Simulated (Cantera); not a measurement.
# Equilibrium for silicon oxide and oxynitride deposition: SiCl₄ + N₂O + N₂

A closed system holds: 1 mol SiCl₄, 0.4 mol N₂O, 24 mol N₂, equilibrated at 1330 Pa.

These are equilibrium values from Cantera (NASA tables, ideal gas, pure condensed phases), not measurements of a reactor. Candidate condensed phases: Si, SiO₂, Si₂N₂O, Si₃N₄; 23 gas species. The tables' values for SiCl₃ are old estimates; treat these amounts as uncertain. The tables hold silica as quartz up to 1696 K and as liquid above; real silica turns to tridymite and cristobalite and melts near 1996 K. Rates play no part.

At 800 K the condensed part is SiO₂(α-quartz). From 900 K to 1600 K the condensed part is SiO₂(β-quartz). From 1700 K to 1800 K the condensed part is SiO₂(condensed). At 1900 K nothing is condensed. The main Si-bearing gas is SiCl₄ at 800 K and SiO at 1900 K.

```csv
T (K),x N₂,x Cl,x SiCl₄,x Cl₂,x SiO,x SiCl₂,x SiCl₃,x SiCl,n SiO₂(α-quartz),n SiO₂(β-quartz),n SiO₂(condensed)
800,0.953,1.01e-5,0.0312,0.0156,<1e-12,<1e-12,<1e-12,<1e-12,0.200,0,0
900,0.953,7.99e-5,0.0312,0.0156,<1e-12,<1e-12,3.95e-11,<1e-12,0,0.200,0
1000,0.953,0.000418,0.0312,0.0154,<1e-12,<1e-12,1.45e-9,<1e-12,0,0.200,0
1100,0.952,0.00160,0.0312,0.0148,<1e-12,<1e-12,2.80e-8,<1e-12,0,0.200,0
1200,0.951,0.00471,0.0312,0.0132,<1e-12,3.26e-11,3.41e-7,<1e-12,0,0.200,0
1300,0.948,0.0108,0.0311,0.0101,1.10e-11,1.78e-9,3.05e-6,<1e-12,0,0.200,0
1400,0.944,0.0190,0.0309,0.00597,1.58e-9,7.34e-8,2.31e-5,<1e-12,0,0.200,0
1500,0.941,0.0258,0.0307,0.00260,1.68e-7,2.65e-6,0.000160,<1e-12,0,0.200,0
1600,0.938,0.0299,0.0297,0.000988,1.24e-5,7.53e-5,0.000953,7.54e-11,0,0.200,0
1700,0.932,0.0365,0.0255,0.000481,0.000450,0.00111,0.00378,8.00e-9,0,0,0.194
1800,0.911,0.0564,0.0154,0.000425,0.00532,0.00496,0.00687,1.61e-7,0,0,0.129
1900,0.880,0.0835,0.00524,0.000381,0.0144,0.0101,0.00627,1.25e-6,0,0,0
```
x: gas mole fraction; n: condensed amount in mol.
